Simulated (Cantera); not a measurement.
Input: 1 mol Si, 0.74 mol H₂, 2.9 mol Cl₂, equilibrated at 227 °C and 43000 Pa.

These are equilibrium values from Cantera (NASA tables, ideal gas, pure condensed phases), not measurements of a reactor. Candidate condensed phases: Si; 19 gas species. Kinetics and transport are ignored.

Base state: HCl 0.561, SiCl₄ 0.379, Cl₂ 0.0606 (mole fractions); condensed: gas only.

**Question.** What changes in the equilibrium state with this change: temperature from 227 °C to 977 °C?

**Answer.** 
| species | before | after |
|---|---|---|
| HCl | 0.561 | 0.560 |
| SiCl₄ | 0.379 | 0.378 |
| Cl₂ | 0.0606 | 0.0591 |
| Cl | <1e-9 | 0.00289 |
